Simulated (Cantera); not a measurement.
A freely propagating, adiabatic, planar premixed flame of H₂ : O₂ : N₂ = 1 : 0.575 : 2.16 (molar parts), equivalence ratio 0.87, unburnt at 400 K and 105 Torr; multicomponent+Soret transport, grid criteria slope 0.08 and curve 0.16, no radiation.

Model: the H2/O2 subset of GRI-Mech 3.0, which has no nitrogen chemistry, integrated in Cantera. Burning velocities carry a grid error of a few per cent, more on coarse grids.

**Question.** Predict: laminar burning velocity; thermal thickness; peak x(H₂O₂); peak x(O); peak x(HO₂); peak x(OH).

**Answer.** 
```
Quantity                    Result
------------------------  --------
laminar burning velocity  256 cm/s
thermal thickness          5.18 mm
peak x(H₂O₂)               1.85e-5
peak x(O)                   0.0141
peak x(HO₂)               0.000113
peak x(OH)                  0.0156
```
